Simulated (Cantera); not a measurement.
Adiabatic ignition

An adiabatic, constant-pressure homogeneous reactor starts with CO : H₂ : O₂ : N₂ = 1 : 0.13 : 1.45 : 14.5 (molar parts), equivalence ratio 0.39, at 1625 K and 500000 Pa.

Cantera simulation using GRI-Mech 3.0 (53 species, 325 reactions); the numbers are that mechanism's predictions, not measurements. The hydrogen kinetics of GRI-Mech 3.0 are dated; newer H2 mechanisms differ, most at raised pressure.

| t (s) | T (K) | x CO | x H₂ | x O₂ | x CO₂ | x HO₂ |
|---|---|---|---|---|---|---|
| 2.00e-6 | 1625 | 0.0585 | 0.00761 | 0.0849 | 6.82e-7 | 2.09e-7 |
| 5.53e-6 | 1625 | 0.0585 | 0.00756 | 0.0848 | 2.07e-5 | 4.24e-6 |
| 1.53e-5 | 1672 | 0.0507 | 0.000446 | 0.0743 | 0.00800 | 3.27e-5 |
| 4.23e-5 | 1846 | 0.0272 | 0.000313 | 0.0623 | 0.0321 | 1.89e-5 |
| 0.000117 | 2025 | 0.00930 | 0.000175 | 0.0558 | 0.0508 | 7.09e-6 |
| 0.000323 | 2097 | 0.00288 | 5.79e-5 | 0.0541 | 0.0575 | 2.17e-6 |
| 0.000894 | 2119 | 0.000813 | 1.81e-5 | 0.0536 | 0.0597 | 8.59e-7 |
| 0.00247 | 2124 | 0.000421 | 1.06e-5 | 0.0535 | 0.0601 | 6.76e-7 |
| 0.00684 | 2124 | 0.000409 | 1.03e-5 | 0.0535 | 0.0601 | 6.71e-7 |
| 0.0189 | 2123 | 0.000408 | 1.03e-5 | 0.0534 | 0.0601 | 6.69e-7 |
| 0.0523 | 2122 | 0.000405 | 1.02e-5 | 0.0531 | 0.0601 | 6.63e-7 |
| 0.145 | 2119 | 0.000399 | 1.01e-5 | 0.0525 | 0.0601 | 6.51e-7 |
| 0.400 | 2115 | 0.000390 | 9.91e-6 | 0.0515 | 0.0601 | 6.32e-7 |
x: mole fraction; the columns are a selection and need not sum to one.

- time of steepest temperature rise: 13.0 µs
- temperature at 0.400 s: 2115 K
- equilibrium temperature: 2112 K
- x(CO) at 0.400 s: 0.000390 (gas-phase equilibrium 0.000384)
- x(H₂) at 0.400 s: 9.91e-6 (gas-phase equilibrium 9.78e-6)
- x(O₂) at 0.400 s: 0.0515 (gas-phase equilibrium 0.0509)
